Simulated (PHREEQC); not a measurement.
A solution holds 0.0023 mol/kgw CdSO4, at 25 °C. It is in equilibrium with CO2 at log p = -2 (atm). Otherwise closed; pH follows from the charge balance.

The numbers come from PHREEQC with the ion-association model, phreeqc.dat.

Precipitation was switched off in this run.

Order these Cd species by the share of Cd that they hold, largest first: Cd+2, CdSO4, Cd(SO4)2-2.

Cd+2 (79 %), CdSO4 (20 %), Cd(SO4)2-2 (0.41 %)

The pH is 4.92 and the ionic strength 0.00731 mol/kgw.
